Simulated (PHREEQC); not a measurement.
A PHREEQC input (ion-association model, phreeqc.dat):

```
SOLUTION 1
  temp 71
  units mg/L
  pH 7.84
  pe 10.2
  Na 55.8
  K 88.9 charge
  Ca 182
  Mg 2.34
  Cl 21.4
  S(6) 429 as SO4
  Alkalinity 275 as HCO3
  B 0.094
  O(0) 8.32
  Li 2.58
END
USE solution 1
EQUILIBRIUM_PHASES 1
  Gypsum 0 0
  CO2(g) -2 10
END
```

The run finishes without an error or a warning.

Its last state differs from that of the intended input:

| quantity | as run | intended |
|---|---|---|
| ionic strength (mol/kgw) | 0.0185 | 0.0187 |
| KSO4- (mol/kgw) | 5.22e-5 | 6.00e-5 |

**Question.** One thing in the input isn't as intended. What explains the difference?

**Answer.** This is not unique; one that fits is The fault: charge balance asked on the minor ion K. The line should read `K 88.9` where the input has `K 88.9 charge`.
